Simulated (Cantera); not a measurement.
A Cantera script and what it prints.

```python
import numpy as np
import cantera as ct

gas_names = """
    H H2 N NH NH2 NH3 N2 N2H2 N2H4 Si SiH SiH2 SiH3 SiH4 SiN Si2 Si2N Si3
""".split()
cond_names = """
    Si(cr) Si(L) Si3N4(a)
""".split()


# ... load() reads the species with a 1 bar reference pressure and builds the phases ...
atoms = {
    'trisilylamine': {'Si': 3, 'N': 1, 'H': 9},
    'N2': {'N': 2},
    'H2': {'H': 2},
}
top_T = {'Si3N4(a)': 2400}  # K; cautious upper limits of use, not melting points


# ... equilibrate(T, P, feed) seeds the gas with the atoms and calls Mixture.equilibrate('TP', solver="vcs", rtol=1e-11, max_steps=5000) ...
results = []
feed = {'trisilylamine': 1, 'N2': 0.35, 'H2': 5.1}  # mol
P = 10000  # Pa
for T in [1175, 1250, 1325, 1400, 1475, 1550, 1625, 1700, 1775, 1850]:
    mix = equilibrate(T, P, feed)
    results.append((T, P, feed, dict(zip(mix.species_names, mix.species_moles))))

top = {s: max(r[3][s] / sum(r[3][g] for g in gas_names) for r in results) for s in gas_names}
cols = sorted((s for s in top if top[s] > 1e-06), key=lambda s: -top[s])[:6]
seen = [c for c in cond_names if any(r[3].get(c, 0) > 1e-12 for r in results)]
print("log10 of partial pressures in bar; condensed amounts in mol")
print(f"{'T/K':>10s}" + "".join(f"{s[:9]:>10s}" for s in cols + seen))
for T, P, feed, n in results:
    ng = sum(n[g] for g in gas_names)
    print(f"{T:10.4g}" + "".join(f"{np.log10(max(n[s] / ng * P / 1e5, 1e-99)):10.3f}" for s in cols)
          + "".join(f"{n.get(c, 0):10.4g}" for c in seen))
```

Output:

```
log10 of partial pressures in bar; condensed amounts in mol
       T/K        H2        N2         H        Si      SiH2       SiH    Si(cr)     Si(L)  Si3N4(a)
      1175    -1.000    -7.889    -7.412   -12.271    -9.149   -11.524     1.725         0     0.425
      1250    -1.000    -6.899    -6.816   -11.081    -8.504   -10.538     1.725         0     0.425
      1325    -1.000    -6.022    -6.286   -10.025    -7.934    -9.665     1.725         0     0.425
      1400    -1.000    -5.241    -5.813    -9.085    -7.424    -8.886     1.726         0    0.4247
      1475    -1.000    -4.542    -5.387    -8.240    -6.967    -8.188     1.729         0    0.4236
      1550    -1.001    -3.911    -5.002    -7.479    -6.555    -7.559     1.743         0    0.4191
      1625    -1.002    -3.340    -4.653    -6.788    -6.182    -6.990     1.791         0     0.403
      1700    -1.007    -2.807    -4.335    -6.168    -5.855    -6.482         0     1.953    0.3489
      1775    -1.026    -2.235    -4.052    -5.659    -5.628    -6.083         0     2.615    0.1282
      1850    -1.038    -2.090    -3.787    -5.191    -5.413    -5.713         0     2.999         0
```

These are equilibrium values from Cantera (NASA tables, ideal gas, pure condensed phases), not measurements of a reactor. The feed counts by its element totals alone. Mutual solubility and eutectic melting of coexisting phases are not modelled. Gases not in the tables: Si2H6 and higher silanes.
